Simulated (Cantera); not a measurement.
Feed: 1 mol TEOS, 1.9 mol NO, at 0.00680 bar.

Equilibrium computed with Cantera from the NASA thermochemical tables; the gas is ideal and each condensed phase is pure. Candidate condensed phases: C, C₆H₆, C₇H₈, C₈H₁₈, H₂O, Si, SiC, SiO₂, Si₂N₂O, Si₃N₄; 151 gas species. The feed counts by its element totals alone. The numbers say what is thermodynamically allowed, not how fast it happens.

At 623 K, list the 7 most abundant gas species with their mole fractions, and the condensed phases.

H₂ 0.524, H₂O 0.215, CH₄ 0.0951, N₂ 0.0883, CO₂ 0.0697, CO 0.00802, NH₃ 2.18e-5. Condensed: C(graphite) + SiO₂(α-quartz).
